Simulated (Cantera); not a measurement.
Input (Python, Cantera) and output of one run.

```python
import numpy as np
import cantera as ct

gas_names = """
    Cu CuF CuF2 CuO Cu2 F FO FO2 F2 F2O O O2 O3
""".split()
cond_names = """
    Cu(cr) Cu(L) CuF2(s) CuF2(L) CuO(s) Cu2O(s) Cu2O(L)
""".split()


# ... load() reads the species with a 1 bar reference pressure and builds the phases ...
atoms = {
    'CuO': {'Cu': 1, 'O': 1},
    'F2': {'F': 2},
    'O2': {'O': 2},
}
top_T = {'CuO(s)': 1390}  # K; cautious upper limits of use, not melting points


# ... equilibrate(T, P, feed) seeds the gas with the atoms and calls Mixture.equilibrate('TP', solver="vcs", rtol=1e-11, max_steps=5000) ...
results = []
feed = {'CuO': 1, 'F2': 2.4, 'O2': 7.8}  # mol
T = 1148  # K
P = 13000  # Pa
mix = equilibrate(T, P, feed)
results.append((T, P, feed, dict(zip(mix.species_names, mix.species_moles))))
print(gas.report(threshold=1e-05))
for i in range(1, mix.n_phases):
    print(f"{mix.phase(i).name:16s} {mix.phase_moles(i):12.5e} mol")
```

It prints:

```
       temperature   1148 K
          pressure   13000 Pa
           density   0.04091 kg/m^3
  mean mol. weight   30.037 kg/kmol
   phase of matter   gas

                          1 kg             1 kmol
                     ---------------   ---------------
          enthalpy         1.338e+06        4.0189e+07  J
   internal energy        1.0202e+06        3.0644e+07  J
           entropy            8654.8        2.5997e+05  J/K
    Gibbs function       -8.5978e+06       -2.5825e+08  J
 heat capacity c_p              1095             32890  J/K
 heat capacity c_v            818.18             24576  J/K

                      mass frac. Y      mole frac. X     chem. pot. / RT
                     ---------------   ---------------   ---------------
              CuF2          0.012353         0.0036542           -71.591
                 F           0.11849           0.18734           -16.111
               FO2        8.6813e-05        5.1134e-05           -45.365
                F2          0.046283          0.036587           -32.221
                O2           0.82278           0.77236           -29.255
     [   +8 minor]        1.2214e-05        1.0035e-05

Cu(cr)            0.00000e+00 mol
CuF2(L)           9.60734e-01 mol
CuO(s)            0.00000e+00 mol
Cu2O(s)           0.00000e+00 mol
```

These are equilibrium values from Cantera (NASA tables, ideal gas, pure condensed phases), not measurements of a reactor.
